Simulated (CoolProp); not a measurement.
Vapour-liquid equilibrium of ethane (1) + CHF3 (R23) (2) at 1630 kPa; x and y are mole fractions of (1).

The numbers come from the multi-fluid Helmholtz-energy mixture model, Bücker 2006 and Penoncello 2003; pair parameters Bell 2016 in CoolProp.

Q: Give the bubble temperature and the first vapour's composition at x = 0.2, 0.575, 0.65. Is there an azeotrope?

A: x = 0.2: 246.5 K, y = 0.359; x = 0.575: 243.9 K, y = 0.531; x = 0.65: 244.3 K, y = 0.563. y crosses x between x = 0.5 and 0.575: the model has an azeotrope there.

Pair parameters are fitted to limited data, so mixtures are less certain than the pure fluids. With so large a gap from Raoult's law the liquid may split in two, which this calculation doesn't test in full.
